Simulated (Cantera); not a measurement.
Charge: 1 mol Si, 1.2 mol HF, 18 mol N2, 5.4 mol Cl2, at 1025 K and 10.0 Torr.

Cantera equilibrium calculation (NASA polynomials, part measured and part estimated; ideal gas, pure solids and liquids). Candidate condensed phases: NH4Cl, Si, Si3N4; 49 gas species. Rates play no part.

Base state: N2 0.762, Cl2 0.143, HCl 0.0508, SiCl4 0.0296, SiF4 0.0127, Cl 0.00183, HF 4.84e-5 (mole fractions); condensed: gas only.

Task: What changes in the equilibrium state with this change: HF from 1.2 to 7 mol?

Result: 
| species | before | after |
|---|---|---|
| N2 | 0.762 | 0.612 |
| HCl | 0.0508 | 0.136 |
| Cl2 | 0.143 | 0.115 |
| HF | 4.84e-5 | 0.102 |
| SiCl4 | 0.0296 | <1e-9 |
| SiF4 | 0.0127 | 0.0340 |
| Cl | 0.00183 | 0.00164 |
